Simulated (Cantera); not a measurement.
A perfectly stirred reactor is fed with 0.922 % CO, 6.83 % O2, 0.0212 % H2O, 92.2 % N2, equivalence ratio 0.068, at 2.10 bar; it is held at 1500 K, and followed from long to short residence time.

Computed with Cantera and GRI-Mech 3.0 (53 species, 325 reactions).

x: mole fraction; the columns are a selection and need not sum to one.

```csv
τ (s),x CO,x O2,x H2O,x NO,x O
2.3,6.76e-5,0.0639,0.000208,2.04e-5,1.60e-5
0.76,0.000147,0.0640,0.000206,2.11e-5,3.16e-5
0.25,0.000316,0.0640,0.000203,2.00e-5,6.32e-5
0.084,0.000656,0.0642,0.000200,[?],0.000124
0.028,0.00132,0.0644,0.000194,[?],0.000237
0.0093,0.00255,0.0649,0.000187,[?],0.000420
0.0031,0.00449,0.0657,0.000181,[?],0.000631
0.0010,0.00692,0.0668,0.000181,[?],0.000666
```

Problem. Complete the blanks.

Solution. 
- 0.084, x NO: 1.66e-5
- 0.028, x NO: 1.17e-5
- 0.0093, x NO: 6.86e-6
- 0.0031, x NO: 3.02e-6
- 0.0010, x NO: 6.64e-7
